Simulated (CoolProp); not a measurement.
Vapour-liquid equilibrium of CH2F2 (R32) (1) + dimethyl ether (2) at 198.1 K; x and y are mole fractions of (1).

The numbers come from the multi-fluid Helmholtz-energy mixture model, Tillner-Roth 1997 and Wu 2011; pair parameters Bell 2016 in CoolProp.

| x | bubble pressure (bar) | y at the bubble point | dew pressure at overall composition x (bar) | liquid density (mol/L) |
|---|---|---|---|---|
| 0.05 | 0.06784 | 0.179 | 0.06095 | 17.64 |
| 0.15 | 0.08822 | 0.437 | (withheld) | 18.19 |
| 0.25 | 0.1102 | (withheld) | 0.07242 | 18.76 |
| 0.35 | 0.1328 | 0.717 | 0.08005 | 19.37 |
| 0.45 | 0.1550 | 0.795 | (withheld) | 20.01 |
| 0.55 | 0.1762 | 0.851 | 0.1018 | 20.70 |
| 0.65 | 0.1962 | 0.894 | 0.1182 | (withheld) |
| 0.75 | (withheld) | 0.928 | 0.1413 | 22.23 |
| 0.85 | (withheld) | 0.958 | 0.1756 | 23.09 |
| 0.95 | 0.2517 | (withheld) | 0.2282 | (withheld) |

Q: Fill in the missing entries.

A: 
- 0.15, dew pressure at overall composition x (bar): 0.06617
- 0.25, y at the bubble point: 0.605
- 0.45, dew pressure at overall composition x (bar): 0.08958
- 0.65, liquid density (mol/L): 21.44
- 0.75, bubble pressure (bar): 0.2151
- 0.85, bubble pressure (bar): 0.2334
- 0.95, y at the bubble point: 0.986
- 0.95, liquid density (mol/L): 24.02

No azeotrope shows between x = 0.05 and 0.95.

The pair parameters rest on a limited set of measurements; away from them the model extrapolates. The gap from Raoult's law changes sign with composition, which may be real or a fault of the pair parameters; it wasn't checked against measurements.
